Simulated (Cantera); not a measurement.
## Low-pressure radical oxidation in H2/O2

An isothermal, constant-pressure homogeneous reactor starts with 4.12 % H₂, 95.9 % O₂, at 1425 K and 320 Pa.

Model: the H2/O2 subset of GRI-Mech 3.0, which has no nitrogen chemistry, integrated in Cantera. Radical loss at walls, strong at low pressure, is not modelled. The temperature is held fixed by assumption; the heat of reaction is taken as removed at once.

| t (s) | x H₂ | x O₂ | x H₂O₂ | x OH | x HO₂ | x H |
|---|---|---|---|---|---|---|
| 0.000200 | 0.0412 | 0.959 | 2.63e-11 | 4.00e-8 | 6.23e-8 | 3.23e-8 |
| 0.000502 | 0.0412 | 0.959 | 1.61e-10 | 1.85e-7 | 1.56e-7 | 8.88e-8 |
| 0.00126 | 0.0412 | 0.959 | 9.42e-10 | 1.86e-6 | 3.91e-7 | 7.38e-7 |
| 0.00317 | 0.0406 | 0.958 | 4.26e-9 | 0.000289 | 8.38e-7 | 0.000112 |
| 0.00795 | 0.000834 | 0.923 | 1.11e-8 | 0.00579 | 3.72e-7 | 0.00427 |
| 0.0200 | 0.000589 | 0.922 | 9.65e-9 | 0.00528 | 3.55e-7 | 0.00394 |
| 0.0501 | 0.000581 | 0.923 | 9.62e-9 | 0.00524 | 3.53e-7 | 0.00385 |
| 0.126 | 0.000560 | 0.924 | 9.55e-9 | 0.00515 | 3.48e-7 | 0.00363 |
| 0.316 | 0.000512 | 0.927 | 9.36e-9 | 0.00493 | 3.37e-7 | 0.00313 |
| 0.793 | 0.000413 | 0.934 | 8.86e-9 | 0.00444 | 3.10e-7 | 0.00222 |
| 1.99 | 0.000254 | 0.943 | 7.59e-9 | 0.00351 | 2.51e-7 | 0.00104 |
| 5.00 | 0.000102 | 0.952 | 5.26e-9 | 0.00223 | 1.57e-7 | 0.000257 |
x: mole fraction; the columns are a selection and need not sum to one.

Equilibrium at this temperature and pressure: H₂ 5.03e-7, O₂ 0.958, H₂O₂ 3.06e-10, OH 0.000157, HO₂ 5.32e-8, H 8.61e-8 (gas phase only).
